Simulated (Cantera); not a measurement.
A perfectly stirred reactor is fed with CH₃OH : O₂ : N₂ = 0.054 : 0.026 : 1 (molar parts), equivalence ratio 3.1, at 5.80 bar; it is held at 1050 K, and followed from long to short residence time.

Detailed kinetics in Cantera: GRI-Mech 3.0 (53 species, 325 reactions). GRI-Mech 3.0 was tuned for natural gas; its chemistry of methanol as a main component is partial and can be far from experiment. The temperature is held fixed by assumption; the heat of reaction is taken as removed at once.

Predict: x(CH₃OH) at τ = 0.950 s; x(O₂) at τ = 0.950 s; x(CO₂) at τ = 0.950 s; x(C₂H₆) at τ = 0.950 s; x(CH₃OH) at τ = 70.0 ms; x(O₂) at τ = 70.0 ms; x(CO₂) at τ = 70.0 ms; x(C₂H₆) at τ = 70.0 ms.

x(CH₃OH) at τ = 0.950 s: 0.000403
x(O₂) at τ = 0.950 s: 0.000229
x(CO₂) at τ = 0.950 s: 0.0145
x(C₂H₆) at τ = 0.950 s: 1.86e-9
x(CH₃OH) at τ = 70.0 ms: 0.00267
x(O₂) at τ = 70.0 ms: 0.000500
x(CO₂) at τ = 70.0 ms: 0.00972
x(C₂H₆) at τ = 70.0 ms: 2.29e-9
